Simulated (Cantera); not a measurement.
An adiabatic, constant-pressure homogeneous reactor starts with 2.13 % CH4, 0.155 % H2, 4.34 % O2, 80.8 % N2, 12.5 % H2O, equivalence ratio 1.00, at 1800 K and 500000 Pa.

Cantera simulation using GRI-Mech 3.0 (53 species, 325 reactions); the numbers are that mechanism's predictions, not measurements.

One state of this run: T (K) = 2213; x CH4 = <1e-12; x H2 = 0.00253; x O2 = 0.00134; x C2H4 = <1e-12; x N2O = 1.31e-7; x C2H = <1e-12. x: mole fraction; the columns are a selection and need not sum to one.

Problem. Which value of t (s) does it belong to?
(A) 9.69e-5
(B) 0.188
(C) 0.000938
(D) 0.000206

Solution. B, 0.188
